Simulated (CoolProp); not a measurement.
The numbers come from the reference Helmholtz-energy equation of state, Wu 2011 in CoolProp.

Give the vapour pressure (kPa), vapour density (kg/m³), liquid cp (kJ/(kg K)), liquid viscosity (µPa s) of saturated dimethyl ether at 241.4, 284.6 K.


```tsv
T (K)	p (kPa)	vapour density (kg/m³)	liquid cp (kJ/(kg K))	liquid viscosity (µPa s)
241.4	74.1	1.75	2.22	226
284.6	391	8.37	2.37	144
```

Viscosity comes from a separate model (Meng 2012).
